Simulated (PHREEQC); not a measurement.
A solution holds 0.56 mol/kgw MgSO4 and 0.00076 mol/kgw H4SiO4, at 25 °C. Closed to the air; pH follows from the charge balance.

All values are PHREEQC results (Pitzer model, pitzer.dat), not measurements.

| quantity | before | after |
|---|---|---|
| pH | 6.42 | 6.64 |
| HSO4- (mol/kgw) | 1.33e-6 | 7.90e-7 |
| MgOH+ (mol/kgw) | 6.14e-7 | 1.03e-6 |
| SI of Epsomite (MgSO4:7H2O) | -0.96 | -0.96 |
| SI of Hexahydrite (MgSO4:6H2O) | -1.24 | -1.24 |

Problem. Name the change that produced these shifts.
A. H4SiO4 from 0.00076 to 0.00038 mol/kgw
B. diluted 5-fold with water
C. H4SiO4 left out
D. temperature from 25 to 60 °C

Solution. C, H4SiO4 left out

This is a speciation only: nothing precipitates in the calculation. In brines, pH and single-ion activities rest on the MacInnes convention.
